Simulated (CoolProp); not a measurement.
Vapour-liquid equilibrium of n-heptane (1) + n-dodecane (2) at 191.25 °C; x and y are mole fractions of (1).

The numbers come from the multi-fluid Helmholtz-energy mixture model, Span 2003 and Lemmon 2004; pair parameters Bell 2016 in CoolProp.

Task: Give the bubble pressure and the first vapour's composition at x = 0.35, 0.8, 0.95. Is there an azeotrope?

Result: x = 0.35: 0.2932 MPa, y = 0.861; x = 0.8: 0.6551 MPa, y = 0.974; x = 0.95: 0.7917 MPa, y = 0.994. No azeotrope shows between x = 0.05 and 0.95.

The pair parameters rest on a limited set of measurements; away from them the model extrapolates.
